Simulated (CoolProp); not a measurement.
Ammonia at several states: density (kg/m³) from the reference equation and from simpler models built on Tc = 405.6 K, pc = 113.6 bar, ω = 0.256; each cubic takes its own stable root.

The numbers come from the reference Helmholtz-energy equation of state, Gao 2020 in CoolProp.

| T (K) | p (bar) | phase | reference |
|---|---|---|---|
| 472.7 | 0.54 | gas | 0.2342 |
| 271.2 | 533 | liquid | 671.6 |
| 298.5 | 38.9 | liquid | 605.2 |

Task: How far does each simpler model (van der Waals, Redlich-Kwong, Soave-Redlich-Kwong, Peng-Robinson) lie from the reference over these 3 states: mean and median of the absolute difference, and the worst?

Result: 
- van der Waals: mean 30.8 %, median 44.9 %, worst -47.4 % at 298.5 K and 38.9 bar
- Redlich-Kwong: mean 15.4 %, median 22.1 %, worst -24.2 % at 298.5 K and 38.9 bar
- Soave-Redlich-Kwong: mean 13.8 %, median 20.4 %, worst -20.9 % at 298.5 K and 38.9 bar
- Peng-Robinson: mean 7.0 %, median 10.4 %, worst -10.6 % at 271.2 K and 533 bar
